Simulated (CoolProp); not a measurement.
Vapour-liquid equilibrium of propane (1) + dimethyl ether (2) at -50.95 °C; x and y are mole fractions of (1).

The numbers come from the multi-fluid Helmholtz-energy mixture model, Lemmon 2009 and Wu 2011; pair parameters Bell 2016 in CoolProp.

| x | bubble pressure (bar) | y at the bubble point | dew pressure at overall composition x (bar) | liquid density (mol/L) |
|---|---|---|---|---|
| 0.05 | 0.3346 | 0.209 | 0.2892 | 16.50 |
| 0.125 | 0.4041 | 0.388 | 0.3091 | 16.20 |
| 0.2 | 0.4581 | 0.495 | 0.3317 | 15.90 |
| 0.275 | 0.5008 | 0.568 | [?] | 15.61 |
| 0.35 | [?] | 0.623 | 0.3874 | 15.34 |
| 0.425 | 0.5631 | 0.667 | 0.4216 | 15.07 |
| 0.5 | 0.5866 | 0.705 | 0.4608 | 14.82 |
| 0.575 | 0.6069 | [?] | 0.5050 | 14.58 |
| 0.65 | 0.6246 | 0.776 | 0.5524 | 14.35 |
| 0.725 | 0.6401 | 0.813 | 0.5981 | 14.12 |
| 0.8 | 0.6535 | 0.853 | 0.6351 | 13.91 |
| 0.875 | 0.6644 | 0.900 | 0.6592 | 13.71 |
| 0.95 | 0.6719 | 0.955 | 0.6714 | 13.52 |

What belongs in the gaps?


- 0.275, dew pressure at overall composition x (bar): 0.3576
- 0.35, bubble pressure (bar): 0.5350
- 0.575, y at the bubble point: 0.741

No azeotrope shows between x = 0.05 and 0.95.

Pair parameters are fitted to limited data, so mixtures are less certain than the pure fluids.
